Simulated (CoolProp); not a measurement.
A closed Brayton cycle with nitrogen: compressor inlet 313.15 K and 5.9 MPa, high pressure 18.9 MPa, turbine inlet 885 K, compressor efficiency 0.89, turbine efficiency 0.85, recuperator effectiveness 0.9 (on enthalpy, no pinch check). Each further row changes one setting.

Model: reference Helmholtz-energy equation of state, Span 2000, in CoolProp.

```tsv
case	thermal efficiency (%)	net work (kJ/kg)	compressor to turbine work	compressor exit (K)	turbine exit (K)
as stated	31.6	83.2	0.64	454.3	685.0
turbine inlet 835 K	(withheld)	69.9	(withheld)	454.3	644.5
compressor inlet 323.15 K	29.9	78.1	0.67	(withheld)	685.0
high pressure 16.1 MPa	32.9	79.1	0.61	(withheld)	709.4
recuperator effectiveness 0.5	22.9	83.2	0.64	454.3	685.0
```

Problem. Complete the blanks.

Solution. 
- turbine inlet 835 K, thermal efficiency (%): 28.5
- turbine inlet 835 K, compressor to turbine work: 0.68
- compressor inlet 323.15 K, compressor exit (K): 468.6
- high pressure 16.1 MPa, compressor exit (K): 432.0
